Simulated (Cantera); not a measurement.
## Abatement and gas-phase synthesis: HBr + H₂O + N₂

A closed system holds: 1 mol HBr, 7.2 mol H₂O, 16 mol N₂, at 3175 °C.

These are equilibrium values from Cantera (NASA tables, ideal gas, pure condensed phases), not measurements of a reactor. Candidate condensed phases: Br₂, H₂O; 27 gas species. The ideal-gas law is rough above about 30 bar. Kinetics and transport are ignored.

From 10.0 Pa to 3.00e7 Pa nothing is condensed.

| P (Pa) | x N₂ | x H | x H₂O | x O | x H₂ | x OH | x Br | x HBr | x O₂ | x NO | x N |
|---|---|---|---|---|---|---|---|---|---|---|---|
| 10 | 0.396 | 0.387 | 1.37e-8 | 0.180 | 5.45e-5 | 4.34e-5 | 0.0251 | 8.70e-7 | 1.75e-5 | 0.000495 | 0.0109 |
| 65 | 0.401 | 0.388 | 5.79e-7 | 0.180 | 0.000356 | 0.000282 | 0.0252 | 5.69e-6 | 0.000113 | 0.00127 | 0.00428 |
| 420 | 0.404 | 0.385 | 2.33e-5 | 0.176 | 0.00226 | 0.00177 | 0.0254 | 3.67e-5 | 0.000702 | 0.00317 | 0.00169 |
| 2700 | 0.413 | 0.364 | 0.000791 | 0.162 | 0.0130 | 0.00989 | 0.0258 | 0.000227 | 0.00380 | 0.00745 | 0.000674 |
| 17000 | 0.450 | 0.280 | 0.0135 | 0.118 | 0.0485 | 0.0349 | 0.0274 | 0.00117 | 0.0127 | 0.0142 | 0.000280 |
| 110000 | 0.521 | 0.144 | 0.0711 | 0.0562 | 0.0826 | 0.0553 | 0.0290 | 0.00410 | 0.0187 | 0.0186 | 0.000119 |
| 720000 | 0.581 | 0.0542 | 0.151 | 0.0196 | 0.0771 | 0.0476 | 0.0273 | 0.00954 | 0.0148 | 0.0175 | 4.90e-5 |
| 4700000 | 0.616 | 0.0179 | 0.212 | 0.00590 | 0.0550 | 0.0309 | 0.0222 | 0.0167 | 0.00878 | 0.0138 | 1.97e-5 |
| 30000000 | 0.635 | 0.00568 | 0.249 | 0.00169 | 0.0353 | 0.0179 | 0.0158 | 0.0241 | 0.00461 | 0.0102 | 7.94e-6 |
x: gas mole fraction; nothing condenses.
